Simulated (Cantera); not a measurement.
Titanium nitride, carbide and oxide coatings: TiCl₄ + O₂

Feed: 1 mol TiCl₄, a varied amount of O₂, equilibrated at 1052 °C and 17.0 mbar.

Cantera equilibrium calculation (NASA polynomials, part measured and part estimated; ideal gas, pure solids and liquids). Candidate condensed phases: Ti, TiCl₂, TiCl₃, TiCl₄, TiO, TiO₂, Ti₂O₃, Ti₃O₅, Ti₄O₇; 15 gas species. Equilibrium is a limit: real reactors are often held back by kinetics, nucleation or transport.

From 1 mol O₂ to 6.1 mol O₂ the condensed part is TiO₂(rutile). The main Ti-bearing gas is TiCl₄ throughout.

| n(O₂) (mol) | x Cl₂ | x O₂ | x Cl | x TiCl₄ | x ClO | x O | n TiO₂(rutile) |
|---|---|---|---|---|---|---|---|
| 1 | 0.872 | 0.00867 | 0.111 | 0.00869 | 4.24e-5 | 1.97e-7 | 0.982 |
| 1.2 | 0.806 | 0.0868 | 0.106 | 0.000742 | 0.000129 | 6.22e-7 | 0.998 |
| 1.5 | 0.710 | 0.190 | 0.0998 | 0.000262 | 0.000179 | 9.21e-7 | 0.999 |
| 1.7 | 0.657 | 0.247 | 0.0960 | 0.000173 | 0.000196 | 1.05e-6 | 1.000 |
| 2.1 | 0.571 | 0.339 | 0.0895 | 9.54e-5 | 0.000215 | 1.23e-6 | 1.000 |
| 2.5 | 0.505 | 0.410 | 0.0842 | 6.16e-5 | 0.000222 | 1.35e-6 | 1.000 |
| 3 | 0.441 | 0.480 | 0.0786 | 4.01e-5 | 0.000224 | 1.46e-6 | 1.000 |
| 3.6 | 0.382 | 0.544 | 0.0732 | 2.66e-5 | 0.000222 | 1.56e-6 | 1.000 |
| 4.3 | 0.330 | 0.601 | 0.0681 | 1.80e-5 | 0.000217 | 1.64e-6 | 1.000 |
| 5.1 | 0.286 | 0.651 | 0.0633 | 1.24e-5 | 0.000210 | 1.70e-6 | 1.000 |
| 6.1 | 0.244 | 0.697 | 0.0585 | 8.46e-6 | 0.000201 | 1.76e-6 | 1.000 |
x: gas mole fraction; n: condensed amount in mol.
